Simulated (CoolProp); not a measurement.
Vapour-liquid equilibrium of benzene (1) + m-xylene (2) at 3.03 bar; x and y are mole fractions of (1).

Computed with CoolProp (multi-fluid Helmholtz-energy mixture model, Thol 2012 and Zhou 2012; pair parameters Bell 2016).

Task: Give the bubble temperature and the first vapour's composition at x = 0.05, 0.35, 0.65. Is there an azeotrope?

Result: x = 0.05: 452.6 K, y = 0.150; x = 0.35: 426.0 K, y = 0.668; x = 0.65: 408.2 K, y = 0.884. No azeotrope shows between x = 0.05 and 0.95.

Pair parameters are fitted to limited data, so mixtures are less certain than the pure fluids.
